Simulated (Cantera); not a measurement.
Source: NASA polynomial tables (part measured, part estimated), evaluated in Cantera. Values are per mole of reaction as written; species without (g) are pure solids or liquids, kept so even where they would boil at 1 bar. VN: taken at fixed stoichiometry.

### Question
Between 300 and 2175 K, where is each reaction favourable under standard conditions?
- 2 NO2(g) + 2 VN → 2 N2(g) + V2O4
- 6 V + 4 O3(g) → 3 V2O4
- N2(g) + 4 V2O3 → 6 VO2(g) + 2 VN

### Answer
- 2 NO2(g) + 2 VN → 2 N2(g) + V2O4: ΔG° is -1041 kJ at 300 K and -1031 kJ at 2175 K; it stays negative (K > 1). ΔH° is -903 kJ and ΔS° 59 J/K at 2175 K.
- 6 V + 4 O3(g) → 3 V2O4: ΔG° is -4603 kJ at 300 K and -3459 kJ at 2175 K; it stays negative (K > 1). ΔH° is -4332 kJ and ΔS° -401 J/K at 2175 K.
- N2(g) + 4 V2O3 → 6 VO2(g) + 2 VN: ΔG° is 2720 kJ at 300 K and 1028 kJ at 2175 K; it stays positive (K < 1). ΔH° is 2721 kJ and ΔS° 779 J/K at 2175 K.
